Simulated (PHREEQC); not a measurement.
Solution A (0.0037 mol/kgw MgCl2, 0.00044 mol/kgw NaHCO3 and 0.0011 mol/kgw H4SiO4) is mixed with solution B (0.0015 mol/kgw PbCl2, 5.4e-05 mol/kgw NaNO3 and 0.00072 mol/kgw Zn(NO3)2) at 25 °C; shares are by mass of water, 1 kg in all. O2 is buffered at 0.21 atm. CO2 from the air is kept out. The run lets SiO2(a), Halite, Zn(OH)2(e), Smithsonite, Cerussite, Pb(OH)2 precipitate or redissolve, and no other solid.

The numbers come from PHREEQC with the ion-association model, phreeqc.dat.

| share of solution B | pH | Cerussite (mol) | Pb(OH)2 (mol) | Pb in solution (mol/kgw) | HCO3- (mol/kgw) | Pb+2 (mol/kgw) |
|---|---|---|---|---|---|---|
| 0 | 7.75 | 0 | 0 | 0 | 0.000410 | 0 |
| 0.05 | 6.85 | 7.16e-5 | 0 | 3.38e-6 | 0.000261 | 1.47e-6 |
| 0.1 | 6.26 | 0.000133 | 0 | 1.66e-5 | 0.000122 | 1.21e-5 |
| 0.15 | 5.89 | 0.000154 | 0 | 7.08e-5 | ? | 5.69e-5 |
| 0.2 | 5.73 | 0.000153 | 0 | 0.000147 | 4.06e-5 | 0.000121 |
| 0.25 | 5.64 | ? | 0 | 0.000229 | 3.15e-5 | 0.000191 |
| 0.3 | 5.58 | 0.000138 | 0 | ? | 2.60e-5 | 0.000262 |
| 0.35 | 5.54 | 0.000129 | 0 | ? | 2.22e-5 | 0.000335 |
| 0.4 | 5.52 | 0.000119 | 0 | 0.000481 | 1.92e-5 | 0.000409 |
| 0.45 | 5.50 | 0.000109 | 0 | 0.000566 | ? | 0.000484 |
| 0.5 | 5.49 | 9.91e-5 | 0 | 0.000651 | 1.49e-5 | 0.000560 |
| 0.55 | 5.48 | 8.88e-5 | 0 | 0.000736 | 1.32e-5 | 0.000637 |
| 0.6 | 5.48 | 7.84e-5 | 0 | 0.000822 | 1.17e-5 | 0.000715 |
| 0.65 | 5.49 | 6.79e-5 | 0 | 0.000907 | 1.04e-5 | 0.000793 |
| 0.7 | 5.50 | 5.73e-5 | 0 | 0.000993 | 9.11e-6 | 0.000872 |
| 0.75 | 5.52 | 4.66e-5 | 0 | 0.00108 | 7.94e-6 | 0.000952 |
| 0.8 | 5.55 | 3.58e-5 | 0 | 0.00116 | 6.81e-6 | 0.00103 |
| 0.85 | 5.59 | 2.49e-5 | 0 | 0.00125 | 5.69e-6 | 0.00111 |
| 0.9 | 5.61 | 8.95e-6 | 4.82e-6 | 0.00134 | 4.99e-6 | 0.00120 |
| 0.95 | 5.60 | 0 | 4.77e-6 | 0.00142 | 3.02e-6 | ? |
| 1 | 5.34 | 0 | 0 | 0.00150 | 0 | 0.00136 |

**Question.** Fill in the missing entries.

**Answer.** 
- 0.15, HCO3- (mol/kgw): 5.97e-5
- 0.25, Cerussite (mol): 0.000146
- 0.3, Pb in solution (mol/kgw): 0.000312
- 0.35, Pb in solution (mol/kgw): 0.000396
- 0.45, HCO3- (mol/kgw): 1.69e-5
- 0.95, Pb+2 (mol/kgw): 0.00128

Species that the database lacks are ignored. The database's Pb(OH)2 solid is less soluble than what usually precipitates.
